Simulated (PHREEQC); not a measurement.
A solution holds 0.0026 mol/kgw H2SO4, 0.21 mol/kgw AlCl3 and 0.00046 mol/kgw MnSO4, at 25 °C. Closed to the air; pH follows from the charge balance.

The numbers come from PHREEQC with the ion-association model, wateq4f.dat.

### Question
The ionic strength comes out as 1.25 mol/kgw. What activity coefficients do HSO4-, MnCl3-, Mn+2, MnCl+, Cl- get?

### Answer
HSO4- 0.61, MnCl3- 0.63, Mn+2 0.19, MnCl+ 0.63, Cl- 0.59.

No solid was allowed to form. The ionic strength is past about 0.7 mol/kgw, beyond the range of this activity model, so the values are rough. Species that the database lacks are ignored.
